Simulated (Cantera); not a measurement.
A perfectly stirred reactor is fed with H₂ : O₂ : N₂ : CO₂ = 1 : 0.5 : 6 : 0.26 (molar parts), at 7500 Torr; it is adiabatic with a 798 K inlet, and is followed from long to short residence time, starting on the burning branch (τ in s: 0.12, 0.052, 0.023, 0.0099, 0.0043, 0.0019, 0.00082, 0.00036, 0.00016, 6.8e-05).

Model: GRI-Mech 3.0 (53 species, 325 reactions), integrated in Cantera. The hydrogen kinetics of GRI-Mech 3.0 are dated; newer H2 mechanisms differ, most at raised pressure.

### Question
Predict: blow-out, bracketed by the residence times tried; x(H₂) at τ = 0.120 s; x(O₂) at τ = 0.120 s; x(OH) at τ = 0.120 s; x(HO₂) at τ = 0.120 s; x(O) at τ = 0.120 s; x(H₂) at τ = 1.90 ms; x(O₂) at τ = 1.90 ms; x(OH) at τ = 1.90 ms; x(HO₂) at τ = 1.90 ms; x(O) at τ = 1.90 ms.

### Answer
- blow-out, bracketed by the residence times tried: burning at 68.0 µs, the shortest tried
- x(H₂) at τ = 0.120 s: 0.000776
- x(O₂) at τ = 0.120 s: 0.000678
- x(OH) at τ = 0.120 s: 0.000201
- x(HO₂) at τ = 0.120 s: 4.33e-7
- x(O) at τ = 0.120 s: 4.44e-6
- x(H₂) at τ = 1.90 ms: 0.00306
- x(O₂) at τ = 1.90 ms: 0.00256
- x(OH) at τ = 1.90 ms: 0.000619
- x(HO₂) at τ = 1.90 ms: 6.40e-6
- x(O) at τ = 1.90 ms: 5.38e-5
